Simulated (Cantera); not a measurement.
A perfectly stirred reactor is fed with H2 : O2 : N2 = 1.5 : 1 : 0.95 (molar parts), equivalence ratio 0.75, at 0.132 atm; it is held at 1173 K, and followed from long to short residence time.

Computed with Cantera and GRI-Mech 3.0 (53 species, 325 reactions). The temperature is held fixed by assumption; the heat of reaction is taken as removed at once.

Problem. What does this change do: temperature 1173 to 1275 K?

Solution. 
| quantity | before | after |
|---|---|---|
| x(H2) at τ = 3.80 s | 0.000300 | 0.000255 |
| x(O2) at τ = 3.80 s | 0.0926 | 0.0925 |
| x(HO2) at τ = 3.80 s | 5.95e-6 | 3.69e-6 |
| x(H2O) at τ = 3.80 s | 0.555 | 0.555 |
| x(NO) at τ = 3.80 s | 9.81e-8 | 3.08e-7 |
| x(H2) at τ = 39.0 ms | 0.00581 | 0.00516 |
| x(O2) at τ = 39.0 ms | 0.0945 | 0.0938 |
| x(HO2) at τ = 39.0 ms | 2.93e-5 | 2.26e-5 |
| x(H2O) at τ = 39.0 ms | 0.546 | 0.546 |
| x(NO) at τ = 39.0 ms | 3.42e-7 | 6.83e-7 |
